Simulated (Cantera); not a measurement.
Equilibrium for tantalum, niobium, vanadium and zirconium in process gases: V + O2 + N2 + N2O

Charge: 1 mol V, a varied amount of O2, 10 mol N2, 0.11 mol N2O, equilibrated at 1348 K and 0.0105 Torr.

Equilibrium computed with Cantera from the NASA thermochemical tables; the gas is ideal and each condensed phase is pure. Candidate condensed phases: V, VN, VO, V2O3, V2O4, V2O5; 13 gas species. Mutual solubility and eutectic melting of coexisting phases are not modelled. Condensed phases not in the tables: the oxides between V2O3 and V2O5 other than VO2. Kinetics and transport are ignored.

At 0.71 mol O2 the condensed part is V2O3(s) + V2O4(s). From 1.3 mol O2 to 6.4 mol O2 the condensed part is V2O4(s). The main V-bearing gas is VO2 throughout.

```tsv
n(O2) (mol)	x N2	x O2	x NO	x VO2	x O	n V2O3(s)	n V2O4(s)
0.71	0.999	0.000360	2.49e-5	0.000115	2.07e-6	0.478	0.0219
1.3	0.966	0.0338	0.000238	0.000115	2.00e-5	0	0.499
1.8	0.922	0.0778	0.000352	0.000115	3.04e-5	0	0.499
2.4	0.874	0.126	0.000436	0.000115	3.86e-5	0	0.499
3	0.831	0.169	0.000492	0.000115	4.48e-5	0	0.499
3.6	0.792	0.208	0.000533	0.000115	4.97e-5	0	0.499
4.1	0.762	0.238	0.000559	0.000115	5.31e-5	0	0.499
4.7	0.729	0.270	0.000584	0.000115	5.67e-5	0	0.499
5.3	0.699	0.301	0.000603	0.000115	5.98e-5	0	0.499
5.8	0.675	0.324	0.000615	0.000115	6.21e-5	0	0.499
6.4	0.649	0.350	0.000627	0.000115	6.45e-5	0	0.499
```
x: gas mole fraction; n: condensed amount in mol.
